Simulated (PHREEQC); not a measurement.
## Arsenic or selenium liquor

Dissolve 0.0043 mol Na2SeO3 and 0.027 mol NaCl per kg of water at 12 °C. Closed to the air; pH follows from the charge balance.

Model: ion-association model, wateq4f.dat, run in PHREEQC.

This is a speciation only: nothing precipitates in the calculation.

**Question.** Predict the pH, ionic strength.

**Answer.** pH 10.14; ionic strength 0.0398 mol/kgw.

**Question.** In which forms is Se present?

**Answer.** SeO3-2 99 %, HSeO3- 1.3 % of the Se.

Species that the database lacks are ignored. At this temperature some constants are extrapolated from 25 °C, and those without enthalpy data are left unchanged.
